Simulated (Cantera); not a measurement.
Cantera run:

```python
import numpy as np
import cantera as ct

gas_names = """
    N2 H2 NH3
""".split()
cond_names = """
    Cr(cr) Cr(L) Cr2N(s)
""".split()


# ... load() reads the species with a 1 bar reference pressure and builds the phases ...
species = {s.name: s for s in load("nasa_gas.yaml", gas_names) + load("nasa_condensed.yaml", cond_names)}
# Each term lists the table entries of one substance; the one whose range holds T is used.
reactions = {
    '4 Cr + N2(g) = 2 Cr2N':
        [(-4, ['Cr(cr)', 'Cr(L)']), (-1, ['N2']), (2, ['Cr2N(s)'])],
    '3 H2(g) + N2(g) = 2 NH3(g)':
        [(-3, ['H2']), (-1, ['N2']), (2, ['NH3'])],
}


def pick(names, T):
    return next(species[n] for n in names if species[n].thermo.min_temp <= T <= species[n].thermo.max_temp)


results = []
for label, terms in reactions.items():
    print(label)
    print("     T/K   dH/kJ  dS/(J/K)   dG/kJ   log10 K")
    for T in [300, 900, 975, 1050, 1125, 1200, 1275, 1350, 1425, 1500, 1575, 1650]:
        used = [(nu, pick(names, T)) for nu, names in terms]
        dH = sum(nu * s.thermo.h(T) for nu, s in used) / 1e6
        dS = sum(nu * s.thermo.s(T) for nu, s in used) / 1e3
        dG = dH - T * dS / 1e3
        logK = -dG * 1e6 / (ct.gas_constant * T * np.log(10))
        results.append((label, T, dH, dS, dG, logK, [s.name for _, s in used]))
        print(f"{T:8g} {dH:8.1f} {dS:8.1f} {dG:8.1f} {logK:8.2f}")
```

It prints:

```
4 Cr + N2(g) = 2 Cr2N
     T/K   dH/kJ  dS/(J/K)   dG/kJ   log10 K
     300   -251.0   -156.2   -204.2    35.55
     900   -240.3   -137.4   -116.6     6.77
     975   -238.7   -135.7   -106.4     5.70
    1050   -237.1   -134.2    -96.3     4.79
    1125   -235.7   -132.8    -86.3     4.00
    1200   -234.3   -131.6    -76.3     3.32
    1275   -233.0   -130.6    -66.5     2.72
    1350   -231.9   -129.8    -56.7     2.20
    1425   -231.0   -129.1    -47.0     1.72
    1500   -230.2   -128.5    -37.4     1.30
    1575   -229.6   -128.2    -27.8     0.92
    1650   -229.2   -127.9    -18.2     0.57
3 H2(g) + N2(g) = 2 NH3(g)
     T/K   dH/kJ  dS/(J/K)   dG/kJ   log10 K
     300    -92.0   -198.4    -32.4     5.65
     900   -109.0   -232.8    100.5    -5.83
     975   -110.0   -233.9    118.0    -6.32
    1050   -110.8   -234.6    135.6    -6.74
    1125   -111.4   -235.2    153.2    -7.11
    1200   -111.9   -235.6    170.9    -7.44
    1275   -112.3   -235.9    188.5    -7.72
    1350   -112.5   -236.1    206.3    -7.98
    1425   -112.7   -236.3    224.0    -8.21
    1500   -112.8   -236.3    241.7    -8.42
    1575   -112.7   -236.3    259.4    -8.60
    1650   -112.6   -236.2    277.1    -8.77
```

Cantera with NASA thermochemical tables; ideal gases at 1 bar, condensed phases pure. Condensed species are held in their standard states even where they would react or evaporate.
